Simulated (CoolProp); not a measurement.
2000 sccm (0 °C, 1 atm) of nitrogen bubbles through liquid R123 at 278.2 K and leaves saturated at a total pressure of 0.15 MPa (ideal gas phase). Each further row changes one setting.

The numbers come from the reference Helmholtz-energy equation of state, Younglove 1994 in CoolProp. It is a modified Benedict-Webb-Rubin equation, recast in Helmholtz form.

```tsv
case	vapour pressure (kPa)	mole fraction of vapour	delivery (mg/min)	delivery (sccm)	change of delivery for a bath 1 K warmer (%)
as stated	40.9	…	…	750	6.2
bath temperature 283.2 K	…	0.338	6960	…	6.6
total pressure 0.3 MPa	40.9	…	2150	…	5.2
```

### Question
Fill in the missing entries.

### Answer

- as stated, mole fraction of vapour: 0.273
- as stated, delivery (mg/min): 5120
- bath temperature 283.2 K, vapour pressure (kPa): 50.7
- bath temperature 283.2 K, delivery (sccm): 1020
- total pressure 0.3 MPa, mole fraction of vapour: 0.136
- total pressure 0.3 MPa, delivery (sccm): 316
